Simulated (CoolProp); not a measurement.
A single-stage vapour-compression cycle with the fluid: evaporating at 309.15 K (dew point), condensing at 345.15 K (bubble point), superheat 0 K, subcooling 8 K, compressor efficiency 0.85, no pressure losses. The same conditions are run with several fluids, on thermodynamics alone (safety and materials aside).

Model: reference Helmholtz-energy equation of state of each fluid (R365MFC: Lemmon 2016; R114: Platzer 1990; R407C: Lemmon 2003; R1224YDZ: Akasaka 2023; dimethyl carbonate: Zhou 2011; R236FA: Pan 2012), in CoolProp. The equations of Platzer and Polt are older, rougher fits. Blends and air are pseudo-pure fits.

```json
[
 {"fluid": "R365MFC", "cooling COP": "6.56", "pressure ratio": "3.24", "discharge temperature (K)": "345.1", "refrigerating effect (kJ/kg)": "150", "volumetric capacity (kJ/m³)": "784"},
 {"fluid": "R114", "cooling COP": "6.34", "pressure ratio": "2.58", "discharge temperature (K)": "345.1", "refrigerating effect (kJ/kg)": "94.6", "volumetric capacity (kJ/m³)": "2080"},
 {"fluid": "R407C", "cooling COP": "4.87", "pressure ratio": "2.57", "discharge temperature (K)": "362.1", "refrigerating effect (kJ/kg)": "122", "volumetric capacity (kJ/m³)": "7400"},
 {"fluid": "R1224YDZ", "cooling COP": "6.48", "pressure ratio": "2.81", "discharge temperature (K)": "345.1", "refrigerating effect (kJ/kg)": "125", "volumetric capacity (kJ/m³)": "1680"},
 {"fluid": "dimethyl carbonate", "cooling COP": "6.91", "pressure ratio": "4.40", "discharge temperature (K)": "351.4", "refrigerating effect (kJ/kg)": "360", "volumetric capacity (kJ/m³)": "158"},
 {"fluid": "R236FA", "cooling COP": "6.17", "pressure ratio": "2.67", "discharge temperature (K)": "345.1", "refrigerating effect (kJ/kg)": "102", "volumetric capacity (kJ/m³)": "2660"}
]
```

The compression ends wet for: R365MFC; R114; R1224YDZ; R236FA.
